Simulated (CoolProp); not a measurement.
Vapour pressure (MPa) of R123: the reference equation beside estimates from Tc = 456.8 K, pc = 3.662 MPa, ω = 0.282. Clausius-Clapeyron is anchored at 339.5 K with a constant enthalpy of vaporisation of 23.34 kJ/mol.

Values from CoolProp's reference Helmholtz-energy equation of state, Younglove 1994. It is a modified Benedict-Webb-Rubin equation, recast in Helmholtz form.

```tsv
T (K)	reference	Lee-Kesler	Clausius-Clapeyron	Redlich-Kwong	Peng-Robinson
339.5	0.3416	0.3429	0.3416	0.5203	0.3398
344.1	0.3869	0.3885	0.3816	0.5773	0.3849
348.8	0.4377	0.4396	0.4259	0.6400	0.4355
353.5	0.4934	0.4956	0.4740	0.7073	0.4910
358.1	0.5529	0.5554	0.5249	0.7778	0.5504
362.8	0.6191	0.6219	0.5810	0.8547	0.6166
367.5	0.6910	0.6941	0.6415	0.9367	0.6886
372.2	0.7690	0.7723	0.7064	1.024	0.7668
376.8	0.8515	0.8549	0.7746	1.115	0.8497
381.5	0.9425	0.9460	0.8490	1.213	0.9411
386.2	1.040	1.044	0.9285	1.317	1.040
390.8	1.143	1.147	1.011	1.424	1.144
395.5	1.256	1.260	1.102	1.540	1.258
400.2	1.377	1.381	1.197	1.661	1.380
```

Absolute difference from the reference over all 14 rows, mean and median: Lee-Kesler 0.4 and 0.4 %, Clausius-Clapeyron 7.2 and 7.7 %, Redlich-Kwong 35.2 and 34.4 %, Peng-Robinson 0.3 and 0.3 %.
